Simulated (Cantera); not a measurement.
Feed: 1 mol Fe2O3, 0.78 mol H2S, 0.9 mol O2, a varied amount of SO3, equilibrated at 900 K and 1200 Pa.

Cantera equilibrium calculation (NASA polynomials, part measured and part estimated; ideal gas, pure solids and liquids). Candidate condensed phases: Fe, FeO, Fe(OH)2, Fe(OH)3, FeS, FeSO4, FeS2, Fe2O3, Fe2(SO4)3, Fe3O4, H2O, H2SO4, S; 22 gas species. Equilibrium is a limit: real reactors are often held back by kinetics, nucleation or transport.

Problem. Which condensed phases are stable at each of these points (n(SO3) (mol)): 0.33, 0.4, 0.48, 0.58, 0.7, 0.84, 1, 1.2, 1.5, 1.8, 2.1, 2.5?

Solution. 
```csv
n(SO3) (mol),condensed phases,Fe condensed (%)
0.33,Fe2O3(s) + Fe3O4(s),100.0
0.4,Fe2O3(s) + Fe3O4(s),100.0
0.48,Fe2O3(s) + Fe3O4(s),100.0
0.58,Fe2O3(s),100.0
0.7,Fe2O3(s),100.0
0.84,Fe2O3(s),100.0
1,Fe2O3(s),100.0
1.2,Fe2O3(s),100.0
1.5,Fe2O3(s),100.0
1.8,Fe2O3(s),100.0
2.1,Fe2O3(s),100.0
2.5,Fe2O3(s),100.0
```

From 0.33 mol SO3 to 0.48 mol SO3 the condensed part is Fe2O3(s) + Fe3O4(s). From 0.58 mol SO3 to 2.5 mol SO3 the condensed part is Fe2O3(s).
